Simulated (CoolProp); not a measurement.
Dimethyl carbonate along the isotherm 575.3 K: density (kg/m³) from the reference equation and from simpler models built on Tc = 557.0 K, pc = 4909 kPa, ω = 0.346; each cubic takes its own stable root.

Computed with CoolProp (reference Helmholtz-energy equation of state, Zhou 2011).

```tsv
p (kPa)	phase	reference
4460	gas	133.5
8930	supercritical	558.1
13400	supercritical	635.5
17900	supercritical	676.6
22300	supercritical	704.9
26800	supercritical	727.6
31200	supercritical	746.0
35700	supercritical	762.3
40200	supercritical	776.6
44600	supercritical	789.1
49100	supercritical	800.8
```

### Question
How far does each simpler model (ideal gas, Redlich-Kwong, Soave-Redlich-Kwong, Peng-Robinson) lie from the reference over these 11 states: mean and median of the absolute difference, and the worst?

### Answer
- ideal gas: mean 31.5 %, median 30.6 %, worst -69.9 % at 575.3 K and 8930 kPa
- Redlich-Kwong: mean 8.0 %, median 7.8 %, worst -13.4 % at 575.3 K and 8930 kPa
- Soave-Redlich-Kwong: mean 9.2 %, median 8.5 %, worst -16.3 % at 575.3 K and 8930 kPa
- Peng-Robinson: mean 2.8 %, median 2.3 %, worst -8.0 % at 575.3 K and 8930 kPa
